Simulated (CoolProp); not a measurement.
The fluid at 665.59 K and 1.05 MPa flows at 6.4 m/s in a round tube of 12.7 mm bore and 0.25 µm roughness, fully developed (64/Re and Nu = 3.66 if laminar; Colebrook and Gnielinski if turbulent). The same conditions are run with several fluids, on thermodynamics alone (safety and materials aside).

Computed with CoolProp (reference Helmholtz-energy equation of state of each fluid (normal hydrogen: Leachman 2009; nitrogen: Span 2000; dry air: Lemmon 2000; oxygen: Schmidt 1985; water: Wagner 2002)). Blends and air are pseudo-pure fits.

```csv
fluid,Reynolds number,Darcy friction factor,pressure drop (Pa/m),heat-transfer coefficient (W/(m² K)),mass flow (kg/h)
normal hydrogen,___,___,___,96.4,1.11
nitrogen,13500,0.0286,___,___,___
dry air,13400,0.0286,253,147,___
oxygen,___,0.0288,281,153,17.7
water,11700,0.0297,166,166,10.1
```

Problem. Complete the blanks.

Solution. 
- normal hydrogen, Reynolds number: 1990
- normal hydrogen, Darcy friction factor: 0.0321
- normal hydrogen, pressure drop (Pa/m): 19.8
- nitrogen, pressure drop (Pa/m): 244
- nitrogen, heat-transfer coefficient (W/(m² K)): 144
- nitrogen, mass flow (kg/h): 15.4
- dry air, mass flow (kg/h): 16.0
- oxygen, Reynolds number: 13100

Above 300 K oxygen's equation is extrapolated.

Transport values come from each fluid's own correlations.
